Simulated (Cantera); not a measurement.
Mixture: C3H8 : O2 : N2 : H2O = 1 : 3.85 : 20 : 0.58 (molar parts), at 34000 Pa, adiabatic and at constant pressure. Ignition delay is the time to a rise of 400 K.

Computed with Cantera and GRI-Mech 3.0 (53 species, 325 reactions). GRI-Mech 3.0 was tuned for natural gas; its chemistry of propane as a main component is partial and can be far from experiment.

**Question.** Predict: delay at 1050 K; delay at 1200 K; delay at 1350 K; delay at 1500 K; delay at 1650 K; apparent activation energy between 1575 and 1725 K.

**Answer.** 
```
Item                                                     Value
--------------------------------------------------  ----------
delay at 1050 K                                        0.425 s
delay at 1200 K                                        13.0 ms
delay at 1350 K                                        1.05 ms
delay at 1500 K                                       0.206 ms
delay at 1650 K                                        74.8 µs
apparent activation energy between 1575 and 1725 K  120 kJ/mol
```
